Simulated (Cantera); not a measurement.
Cantera with NASA thermochemical tables; ideal gases at 1 bar, condensed phases pure. Values are per mole of reaction as written; species without (g) are pure solids or liquids, kept so even where they would boil at 1 bar.

Question: Between 1050 and 1200 K, where is each reaction favourable under standard conditions?
- 6 CO(g) + 12 H(g) + 6 K ⇌ 6 KOH(g) + C₆H₆(g)

Answer: 
- 6 CO(g) + 12 H(g) + 6 K ⇌ 6 KOH(g) + C₆H₆(g): ΔG° is -1811 kJ at 1050 K and -1585 kJ at 1200 K; it stays negative (K > 1). ΔH° is -3397 kJ and ΔS° -1510 J/K at 1200 K.
